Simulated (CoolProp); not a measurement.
The fluid at 293.15 K and 2.54 MPa is throttled through a valve to 0.908 MPa with no heat exchange. The same conditions are run with several fluids, on thermodynamics alone (safety and materials aside).

The numbers come from the reference Helmholtz-energy equation of state of each fluid (nitrous oxide: Lemmon 2006; carbon dioxide: Span 1996; C2F6 (R116): Lemmon 2006; dry air: Lemmon 2000; carbon monoxide: Lemmon 2006) in CoolProp. Blends and air are pseudo-pure fits.

### Question
Rank nitrous oxide, carbon dioxide, C2F6 (R116), dry air, carbon monoxide by temperature change (K), highest first.

### Answer
dry air (-3.7), carbon monoxide (-4.1), carbon dioxide (-20.6), nitrous oxide (-21.1), C2F6 (R116) (-23.4)

```json
[
 {"fluid": "nitrous oxide", "final density (kg/m³)": "19.0"},
 {"fluid": "carbon dioxide", "final density (kg/m³)": "18.8"},
 {"fluid": "C2F6 (R116)", "final density (kg/m³)": "65.7"},
 {"fluid": "dry air", "final density (kg/m³)": "11.0"},
 {"fluid": "carbon monoxide", "final density (kg/m³)": "10.6"}
]
```
